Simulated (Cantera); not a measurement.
Charge: 1 mol B, a varied amount of N2, 11 mol H2, held at 1625 °C and 32.0 Pa.

Method: chemical equilibrium by Gibbs-energy minimisation in Cantera with the NASA 1993 tables (ideal gas, pure condensed phases). Candidate condensed phases: B, BN; 15 gas species. Rates play no part.

Which condensed phases are stable at each of these points (n(N2) (mol)): 0.39, 1.6, 2.8, 4, 5.2, 6.4, 7.6, 8.8, 10?


```csv
n(N2) (mol),condensed phases,B condensed (%)
0.39,B(s),99.6
1.6,BN(s),99.7
2.8,BN(s),99.8
4,BN(s),99.8
5.2,BN(s),99.8
6.4,BN(s),99.8
7.6,BN(s),99.8
8.8,BN(s),99.8
10,BN(s),99.8
```

At 0.39 mol N2 the condensed part is B(s). From 1.6 mol N2 to 10 mol N2 the condensed part is BN(s).
